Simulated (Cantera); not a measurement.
Cantera run:

```python
import numpy as np
import cantera as ct

gas_names = [...]  # 123 gases of nasa_gas.yaml made of C, H, O, Si
cond_names = """
    C(gr) C6H6(L) C7H8(L) C8H18(L),n-octa H2O(s) H2O(L) Si(cr) Si(L) SiC(b) SiO2(Lqz) SiO2(hqz) SiO2(L)
""".split()


# ... load() reads the species with a 1 bar reference pressure and builds the phases ...
atoms = {
    'TEOS': {'Si': 1, 'C': 8, 'H': 20, 'O': 4},
    'H2O': {'H': 2, 'O': 1},
    'H2': {'H': 2},
}
top_T = {'C(gr)': 4500, 'SiC(b)': 3050}  # K; cautious upper limits of use, not melting points


# ... equilibrate(T, P, feed) seeds the gas with the atoms and calls Mixture.equilibrate('TP', solver="vcs", rtol=1e-11, max_steps=5000) ...
results = []
feed = {'TEOS': 1, 'H2O': 5.7, 'H2': 1.5}  # mol
T = 823.15  # K
P = 133.322  # Pa
mix = equilibrate(T, P, feed)
results.append((T, P, feed, dict(zip(mix.species_names, mix.species_moles))))
print(gas.report(threshold=0.0001))
for i in range(1, mix.n_phases):
    print(f"{mix.phase(i).name:16s} {mix.phase_moles(i):12.5e} mol")
```

Result:

```
       temperature   823.15 K
          pressure   133.32 Pa
           density   0.00019576 kg/m^3
  mean mol. weight   10.049 kg/kmol
   phase of matter   gas

                          1 kg             1 kmol
                     ---------------   ---------------
          enthalpy       -2.0296e+06       -2.0396e+07  J
   internal energy       -2.7106e+06        -2.724e+07  J
           entropy             24081          2.42e+05  J/K
    Gibbs function       -2.1852e+07        -2.196e+08  J
 heat capacity c_p            3043.1             30581  J/K
 heat capacity c_v            2215.7             22267  J/K

                      mass frac. Y      mole frac. X     chem. pot. / RT
                     ---------------   ---------------   ---------------
               CH4        0.00095075        0.00059555           -49.332
                CO           0.82897           0.29741           -49.102
               CO2          0.024616         0.0056211           -96.936
                H2           0.13897           0.69275           -24.031
               H2O         0.0064959         0.0036236           -71.865
     [ +118 minor]         9.907e-10        5.0267e-10

C(gr)             5.13265e-01 mol
Si(cr)            0.00000e+00 mol
SiC(b)            0.00000e+00 mol
SiO2(Lqz)         1.00000e+00 mol
```

Cantera equilibrium calculation (NASA polynomials, part measured and part estimated; ideal gas, pure solids and liquids). The feed counts by its element totals alone.
